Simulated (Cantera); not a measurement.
Feed: 1 mol Al, a varied amount of H₂O, 12 mol H₂, at 600 K and 1.33 mbar.

These are equilibrium values from Cantera (NASA tables, ideal gas, pure condensed phases), not measurements of a reactor. Candidate condensed phases: Al, Al₂O₃, H₂O; 19 gas species. Kinetics and transport are ignored.

x: gas mole fraction; n: condensed amount in mol.

| n(H₂O) (mol) | x H₂ | x H₂O | n Al(s) | n Al₂O₃(s) |
|---|---|---|---|---|
| 0.73 | 1.00 | <1e-12 | 0.513 | 0.243 |
| 1 | 1.00 | <1e-12 | 0.333 | 0.333 |
| 1.4 | 1.00 | <1e-12 | 0.0667 | 0.467 |
| 1.9 | 0.971 | … | 0 | 0.500 |
| 2.7 | 0.918 | 0.0816 | 0 | 0.500 |
| 3.7 | 0.860 | 0.140 | 0 | 0.500 |
| 5.1 | 0.789 | 0.211 | 0 | 0.500 |
| 7 | … | … | 0 | 0.500 |
| 9.7 | 0.622 | 0.378 | 0 | 0.500 |
| 13 | 0.540 | 0.460 | 0 | 0.500 |
| 18 | 0.450 | 0.550 | 0 | 0.500 |
| 26 | 0.355 | 0.645 | 0 | 0.500 |
| 35 | 0.287 | 0.713 | 0 | 0.500 |

### Question
What belongs in the gaps?

### Answer

- 1.9, x H₂O: 0.0288
- 7, x H₂: 0.711
- 7, x H₂O: 0.289
